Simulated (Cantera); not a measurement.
A closed system holds: 1 mol MgCO3, 2.1 mol SO3, 2.8 mol H2O, equilibrated at 1750 K and 13300 Pa.

These are equilibrium values from Cantera (NASA tables, ideal gas, pure condensed phases), not measurements of a reactor. Candidate condensed phases: C, C6H6, C7H8, C8H18, H2O, H2SO4, Mg, MgCO3, MgO, Mg(OH)2, MgS, MgSO4, S; 130 gas species. Equilibrium is a limit: real reactors are often held back by kinetics, nucleation or transport.

Base state: H2O 0.402, SO2 0.302, O2 0.150, CO2 0.144, OH 0.00154, SO3 0.000538, CO 0.000123, H2 9.47e-5 (mole fractions); condensed: MgO(s).

Task: What changes in the equilibrium state with this change: MgCO3 replaced by MgO?

Result: 
```json
[
 {"species": "H2O", "before": "0.402", "after": "0.470"},
 {"species": "SO2", "before": "0.302", "after": "0.352"},
 {"species": "O2", "before": "0.150", "after": "0.176"},
 {"species": "CO2", "before": "0.144", "after": "0"},
 {"species": "CO", "before": "0.000123", "after": "0"},
 {"species": "SO3", "before": "0.000538", "after": "0.000678"},
 {"species": "MgO(s), mol", "before": "1.000", "after": "1.000"}
]
```
